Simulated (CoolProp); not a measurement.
A Linde-Hampson liquefier for dry air: isothermal reversible compression at 280 K from 1 atm to 15 MPa, throttling to 1 atm, return gas leaving the recuperator 5 K below the feed. Each further row changes one setting.

Model: reference Helmholtz-energy equation of state, Lemmon 2000, in CoolProp. It is a pseudo-pure fit of the blend.

| case | liquid yield per pass | compression work (kJ/kg of gas) |
|---|---|---|
| as stated | ? | 398 |
| high pressure 30 MPa | ? | ? |
| warm-end temperature 310 K | ? | ? |
| warm-end gap 10 K | ? | 398 |

### Question
Some entries are withheld; supply them.

### Answer

- as stated, liquid yield per pass: 0.070
- high pressure 30 MPa, liquid yield per pass: 0.110
- high pressure 30 MPa, compression work (kJ/kg of gas): 455
- warm-end temperature 310 K, liquid yield per pass: 0.049
- warm-end temperature 310 K, compression work (kJ/kg of gas): 444
- warm-end gap 10 K, liquid yield per pass: 0.058
